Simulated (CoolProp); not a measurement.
A closed Brayton cycle with carbon dioxide: compressor inlet 325.15 K and 9.2 MPa, high pressure 30.7 MPa, turbine inlet 885 K, compressor efficiency 0.85, turbine efficiency 0.9, recuperator effectiveness 0 (on enthalpy, no pinch check). Each further row changes one setting.

The numbers come from the reference Helmholtz-energy equation of state, Span 1996 in CoolProp.

```tsv
case	thermal efficiency (%)	net work (kJ/kg)	compressor to turbine work	compressor exit (K)	turbine exit (K)
as stated	17.2	108	0.36	417.6	735.2
turbine inlet 835 K	17.2	97.5	0.38	417.6	690.4
compressor inlet 335.15 K	16.7	…	0.41	…	735.2
high pressure 26.1 MPa	15.2	…	…	404.8	754.7
recuperator effectiveness 0.5	24.3	108	0.36	417.6	735.2
```

### Question
Fill in the missing entries.

### Answer

- compressor inlet 335.15 K, net work (kJ/kg): 99.0
- compressor inlet 335.15 K, compressor exit (K): 439.1
- high pressure 26.1 MPa, net work (kJ/kg): 97.8
- high pressure 26.1 MPa, compressor to turbine work: 0.34
